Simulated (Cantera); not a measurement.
Charge: 1 mol B2H6, 20 mol H2O, at 750 Torr.

Method: chemical equilibrium by Gibbs-energy minimisation in Cantera with the NASA 1993 tables (ideal gas, pure condensed phases). Candidate condensed phases: B, B2O3, B3O3H3, H2O; 23 gas species. The feed counts by its element totals alone. Gases not in the tables: H3BO3. Equilibrium is a limit: real reactors are often held back by kinetics, nucleation or transport.

x: gas mole fraction; n: condensed amount in mol.

```
T (°C)  x H2O   x H2   x HBO2  x (HBO2)3    x B2O3       x H    x HBO  n B2O3(l)
------  -----  -----  -------  ---------  --------  --------  -------  ---------
952     0.731  0.262  0.00101    0.00666   2.05e-8   1.59e-7  2.42e-8      0.759
1002    0.731  0.261  0.00194    0.00560   9.19e-8   3.77e-7  7.28e-8      0.785
1052    0.731  0.261  0.00353    0.00475   3.67e-7   8.36e-7  2.01e-7      0.796
1102    0.729  0.261      [?]        [?]       [?]       [?]      [?]      0.789
1152    0.726  0.260   0.0102    0.00350   4.29e-6   3.48e-6  1.23e-6      0.761
1202    0.721  0.259   0.0164    0.00303   1.29e-5   6.60e-6  2.75e-6      0.704
1252    0.714  0.258      [?]        [?]       [?]       [?]      [?]        [?]
1302    0.703  0.256   0.0382    0.00228   9.32e-5   2.10e-5  1.18e-5      0.470
1352    0.688  0.254   0.0556    0.00197  0.000227   3.55e-5  2.29e-5      0.268
1402    0.669  0.251   0.0776    0.00163  0.000512   5.81e-5  4.19e-5          0
1452    0.668  0.250   0.0804   0.000591  0.000612   9.29e-5  5.52e-5          0
1502    0.668  0.250   0.0813   0.000214  0.000693  0.000145  7.01e-5          0
```

Question: Fill in the missing entries.

Answer: 
- 1102, x HBO2: 0.00614
- 1102, x (HBO2)3: 0.00406
- 1102, x B2O3: 1.32e-6
- 1102, x H: 1.75e-6
- 1102, x HBO: 5.14e-7
- 1252, x HBO2: 0.0255
- 1252, x (HBO2)3: 0.00262
- 1252, x B2O3: 3.59e-5
- 1252, x H: 1.20e-5
- 1252, x HBO: 5.85e-6
- 1252, n B2O3(l): 0.611
